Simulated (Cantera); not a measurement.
What does this Cantera script print?

```python
import numpy as np
import cantera as ct

gas_names = """
    CL CLO CL2 H HCL HNO HNO2 HNO3 HOCL HO2 H2 H2O H2O2 N NH NH2 NH3 NH2OH NO NO2 NO3 N2 N2H2 N2H4 N2O O
    OH O2 O3
""".split()
cond_names = """
    H2O(s) H2O(L) NH4CL(a) NH4CL(b)
""".split()


# ... load() reads the species with a 1 bar reference pressure and builds the phases ...
atoms = {
    'HCl': {'H': 1, 'CL': 1},
    'O2': {'O': 2},
    'N2': {'N': 2},
}
top_T = {}  # K; cautious upper limits of use, not melting points


# ... equilibrate(T, P, feed) seeds the gas with the atoms and calls Mixture.equilibrate('TP', solver="vcs", rtol=1e-11, max_steps=5000) ...
results = []
feed = {'HCl': 1, 'O2': 0.39, 'N2': 23}  # mol
P = 280  # Pa
for T in [723, 773, 823, 873, 923, 973, 1023, 1073, 1123, 1173, 1223]:
    mix = equilibrate(T, P, feed)
    results.append((T, P, feed, dict(zip(mix.species_names, mix.species_moles))))

top = {s: max(r[3][s] / sum(r[3][g] for g in gas_names) for r in results) for s in gas_names}
cols = sorted((s for s in top if top[s] > 1e-05), key=lambda s: -top[s])[:8]
seen = [c for c in cond_names if any(r[3].get(c, 0) > 1e-12 for r in results)]
print("log10 of partial pressures in bar; condensed amounts in mol")
print(f"{'T/K':>10s}" + "".join(f"{s[:9]:>10s}" for s in cols + seen))
for T, P, feed, n in results:
    ng = sum(n[g] for g in gas_names)
    print(f"{T:10.4g}" + "".join(f"{np.log10(max(n[s] / ng * P / 1e5, 1e-99)):10.3f}" for s in cols)
          + "".join(f"{n.get(c, 0):10.4g}" for c in seen))
```

It prints:

```
log10 of partial pressures in bar; condensed amounts in mol
       T/K        N2       HCL        O2       H2O       CL2        CL        NO
       723    -2.577    -4.070    -4.427    -4.824    -4.824    -8.299    -9.445
       773    -2.577    -4.039    -4.410    -4.926    -4.926    -7.774    -9.009
       823    -2.578    -4.018    -4.397    -5.021    -5.022    -7.315    -8.628
       873    -2.578    -4.003    -4.388    -5.109    -5.113    -6.910    -8.291
       923    -2.578    -3.992    -4.381    -5.189    -5.198    -6.551    -7.992
       973    -2.578    -3.984    -4.376    -5.258    -5.282    -6.232    -7.724
      1023    -2.578    -3.978    -4.373    -5.314    -5.368    -5.949    -7.482
      1073    -2.578    -3.975    -4.371    -5.353    -5.463    -5.700    -7.264
      1123    -2.578    -3.974    -4.371    -5.367    -5.575    -5.486    -7.065
      1173    -2.578    -3.975    -4.372    -5.354    -5.709    -5.305    -6.885
      1223    -2.579    -3.979    -4.374    -5.314    -5.866    -5.156    -6.720
```

Cantera equilibrium calculation (NASA polynomials, part measured and part estimated; ideal gas, pure solids and liquids).
